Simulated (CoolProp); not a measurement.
Vapour-liquid equilibrium of CH2F2 (R32) (1) + R236EA (2) at 289.3 K; x and y are mole fractions of (1).

Values from CoolProp's multi-fluid Helmholtz-energy mixture model, Tillner-Roth 1997 and Rui 2013; pair parameters Bell 2016.

| x | bubble pressure, mixture model (MPa) | bubble pressure, Raoult's law (MPa) | y, mixture model | y, Raoult's law |
|---|---|---|---|---|
| 0.05 | 0.1945 | 0.2083 | 0.255 | 0.318 |
| 0.125 | 0.2649 | 0.2963 | 0.482 | 0.558 |
| 0.2 | 0.3388 | 0.3844 | 0.620 | 0.689 |
| 0.275 | 0.4160 | 0.4724 | 0.712 | 0.770 |
| 0.35 | 0.4962 | 0.5605 | 0.777 | 0.827 |
| 0.425 | 0.5793 | 0.6485 | 0.827 | 0.867 |
| 0.5 | 0.6654 | 0.7366 | 0.865 | 0.898 |
| 0.575 | 0.7546 | 0.8246 | 0.896 | 0.923 |
| 0.65 | 0.8469 | 0.9127 | 0.921 | 0.943 |
| 0.725 | 0.9427 | 1.001 | 0.943 | 0.959 |
| 0.8 | 1.042 | 1.089 | 0.961 | 0.973 |
| 0.875 | 1.145 | 1.177 | 0.977 | 0.984 |
| 0.95 | 1.251 | 1.265 | 0.991 | 0.994 |

The largest gap from Raoult's law is -11.9 % in bubble pressure, at x = 0.275. No azeotrope shows between x = 0.05 and 0.95.

The pair parameters rest on a limited set of measurements; away from them the model extrapolates.
